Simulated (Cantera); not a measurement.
What does this Cantera script print?

```python
import numpy as np
import cantera as ct

gas_names = """
    H HNO HNO2 HNO3 HO2 H2 H2O H2O2 N NH NH2 NH3 NH2OH NO NO2 NO3 N2 N2H2 N2H4 N2O O OH O2 O3 Si SiH
    SiH2 SiH3 SiH4 SiN SiO SiO2 Si2 Si2N Si3
""".split()
cond_names = """
    H2O(s) H2O(L) Si(cr) Si(L) SiO2(Lqz) SiO2(hqz) SiO2(L) Si2N2O(s) Si3N4(a)
""".split()


# ... load() reads the species with a 1 bar reference pressure and builds the phases ...
atoms = {
    'Si': {'Si': 1},
    'H2O': {'H': 2, 'O': 1},
    'N2': {'N': 2},
}
top_T = {'Si2N2O(s)': 2100, 'Si3N4(a)': 2400}  # K; cautious upper limits of use, not melting points


# ... equilibrate(T, P, feed) seeds the gas with the atoms and calls Mixture.equilibrate('TP', solver="vcs", rtol=1e-11, max_steps=5000) ...
results = []
feed = {'Si': 1, 'H2O': 0.2, 'N2': 3}  # mol
T = 2148  # K
P = 1333.22  # Pa
mix = equilibrate(T, P, feed)
results.append((T, P, feed, dict(zip(mix.species_names, mix.species_moles))))
print(gas.report(threshold=0.001))
for i in range(1, mix.n_phases):
    print(f"{mix.phase(i).name:16s} {mix.phase_moles(i):12.5e} mol")
```

Output:

```
       temperature   2148 K
          pressure   1333.2 Pa
           density   0.0020425 kg/m^3
  mean mol. weight   27.361 kg/kmol
   phase of matter   gas

                          1 kg             1 kmol
                     ---------------   ---------------
          enthalpy        2.3746e+06        6.4971e+07  J
   internal energy        1.7219e+06        4.7112e+07  J
           entropy             10664        2.9177e+05  J/K
    Gibbs function       -2.0532e+07       -5.6175e+08  J
 heat capacity c_p            1311.9             35894  J/K
 heat capacity c_v              1008             27580  J/K

                      mass frac. Y      mole frac. X     chem. pot. / RT
                     ---------------   ---------------   ---------------
                 H        0.00030695         0.0083317            -13.48
                H2         0.0039257          0.053278            -26.96
                N2           0.88372            0.8631           -31.649
                Si          0.016934          0.016498           -6.2879
               SiO          0.092748          0.057564           -42.714
     [  +30 minor]         0.0023693         0.0012279

Si(L)             7.35929e-01 mol
SiO2(L)           0.00000e+00 mol
Si3N4(a)          0.00000e+00 mol
```

These are equilibrium values from Cantera (NASA tables, ideal gas, pure condensed phases), not measurements of a reactor. The tables' values for SiN are old estimates; treat these amounts as uncertain. Gases not in the tables: Si2H6 and higher silanes.
